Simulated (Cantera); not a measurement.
A Cantera script and its output.

```python
import numpy as np
import cantera as ct

gas = ct.Solution("h2o2.yaml")
gas.TPX = 923, 2666, {'H2': 0.013, 'O2': 1}
inlet = ct.Reservoir(gas, clone=True)

reactor = ct.IdealGasConstPressureReactor(gas, energy="off", clone=False)
exhaust = ct.Reservoir(gas, clone=True)
tau = [0.36, 0.14, 0.056, 0.022, 0.0088, 0.0035, 0.0014][0]
for a, b in ((inlet, reactor), (reactor, exhaust)):
    ct.MassFlowController(a, b, mdot=lambda t: reactor.mass / tau)
net = ct.ReactorNet([reactor])
show = ['H2', 'O2', 'H', 'H2O', 'O', 'H2O2', 'HO2']

rows = []
print(f"{'tau/s':>10s}{'T/K':>9s}" + "".join(f"{s:>11s}" for s in show))
for tau in [0.36, 0.14, 0.056, 0.022, 0.0088, 0.0035, 0.0014]:
    net.initial_time = 0.0
    net.advance(30 * tau)
    before = gas.X
    net.advance(40 * tau)
    drift = np.max(np.abs(gas.X - before) / (gas.X + 1e-9))
    rows.append([gas.T, *gas[show].X, drift])
    print(f"{tau:10.3e}{gas.T:9.1f}" + "".join(f"{x:11.3e}" for x in gas[show].X))
```

Output:

```
     tau/s      T/K         H2         O2          H        H2O          O       H2O2        HO2
 3.600e-01    923.0  5.800e-04  9.866e-01  2.702e-05  1.225e-02  3.961e-04  1.123e-07  3.717e-06
 1.400e-01    923.0  9.469e-04  9.863e-01  6.567e-05  1.183e-02  6.312e-04  1.534e-07  5.179e-06
 5.600e-02    923.0  1.521e-03  9.859e-01  1.492e-04  1.116e-02  9.615e-04  2.021e-07  6.821e-06
 2.200e-02    923.0  2.462e-03  9.853e-01  3.189e-04  1.006e-02  1.402e-03  2.560e-07  8.506e-06
 8.800e-03    923.0  3.944e-03  9.847e-01  5.784e-04  8.356e-03  1.844e-03  3.015e-07  9.839e-06
 3.500e-03    923.0  6.309e-03  9.844e-01  7.740e-04  5.830e-03  1.991e-03  3.100e-07  1.044e-05
 1.400e-03    923.0  9.768e-03  9.853e-01  5.005e-04  2.568e-03  1.313e-03  1.936e-07  9.605e-06
```

Cantera simulation using the H2/O2 subset of GRI-Mech 3.0, which has no nitrogen chemistry; the numbers are that mechanism's predictions, not measurements. Radical loss at walls, strong at low pressure, is not modelled. Below about 950 K walls govern HO2 and H2O2 in real vessels.
